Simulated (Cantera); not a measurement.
Feed: 1 mol Ta2O5, 0.64 mol CH4, 0.61 mol CO, at 14.0 mbar.

Cantera equilibrium calculation (NASA polynomials, part measured and part estimated; ideal gas, pure solids and liquids). Candidate condensed phases: C, C6H6, C7H8, C8H18, H2O, Ta, TaC, Ta2O5; 113 gas species. Mutual solubility and eutectic melting of coexisting phases are not modelled. TaC: taken at fixed stoichiometry. Condensed phases not in the tables: Ta2C. Rates play no part.

x: gas mole fraction; n: condensed amount in mol.

| T (°C) | x H2 | x CO | x H2O | x CO2 | x CH4 | x H | n C(graphite) | n Ta2O5(s) | n TaC(s) |
|---|---|---|---|---|---|---|---|---|---|
| 750 | 0.677 | 0.321 | 0.000834 | 0.000518 | 0.000481 | (withheld) | 0.642 | 1.00 | 0 |
| 800 | 0.677 | 0.322 | 0.000397 | 0.000205 | 0.000295 | (withheld) | 0.641 | 1.00 | 0 |
| 850 | 0.545 | 0.454 | 0.000306 | 0.000234 | 9.11e-5 | (withheld) | 0 | 0.908 | 0.183 |
| 900 | 0.545 | 0.454 | 0.000354 | 0.000232 | 2.82e-5 | (withheld) | 0 | 0.908 | 0.183 |
| 950 | 0.545 | 0.454 | 0.000403 | 0.000230 | 9.59e-6 | (withheld) | 0 | 0.908 | 0.183 |
| 1000 | 0.545 | 0.454 | 0.000453 | 0.000228 | 3.56e-6 | (withheld) | 0 | 0.908 | 0.183 |
| 1050 | 0.545 | 0.454 | 0.000504 | 0.000227 | 1.42e-6 | (withheld) | 0 | 0.908 | 0.183 |

Q: Complete the blanks.

A: 
- 750, x H: 2.88e-8
- 800, x H: 9.74e-8
- 850, x H: 2.66e-7
- 900, x H: 7.36e-7
- 950, x H: 1.88e-6
- 1000, x H: 4.45e-6
- 1050, x H: 9.89e-6
